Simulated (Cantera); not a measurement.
Standard-state values (1 bar) from the NASA 1993 polynomials, evaluated with Cantera. Values are per mole of reaction as written; species without (g) are pure solids or liquids, kept so even where they would boil at 1 bar.

H2(g) + PbF2 = 2 HF(g) + Pb

```
T (K)  ΔH° (kJ)  ΔS° (J/K)  ΔG° (kJ)  log10 K  condensed phases
-----  --------  ---------  --------  -------  ----------------
300       131.8      168.6      81.3   -14.15    PbF2(s), Pb(s)
1198       86.5      112.9     -48.7     2.13    PbF2(l), Pb(l)
1298       81.6      109.0     -59.8     2.41    PbF2(l), Pb(l)
1398       76.7      105.3     -70.5     2.64    PbF2(l), Pb(l)
1498        [?]        [?]       [?]      [?]    PbF2(l), Pb(l)
1598       67.0       98.8     -90.9     2.97    PbF2(l), Pb(l)
1698       62.2       95.9    -100.7     3.10    PbF2(l), Pb(l)
1798       57.4       93.2    -110.1     3.20    PbF2(l), Pb(l)
1898        [?]        [?]       [?]      [?]    PbF2(l), Pb(l)
1998       48.0       88.2    -128.3     3.35    PbF2(l), Pb(l)
2098       43.3       85.9    -137.0     3.41    PbF2(l), Pb(l)
2198       38.7       83.8    -145.5     3.46    PbF2(l), Pb(l)
```

Question: What belongs in the gaps?

Answer: 
- 1498, ΔH° (kJ): 71.9
- 1498, ΔS° (J/K): 102.0
- 1498, ΔG° (kJ): -80.9
- 1498, log10 K: 2.82
- 1898, ΔH° (kJ): 52.7
- 1898, ΔS° (J/K): 90.6
- 1898, ΔG° (kJ): -119.3
- 1898, log10 K: 3.28
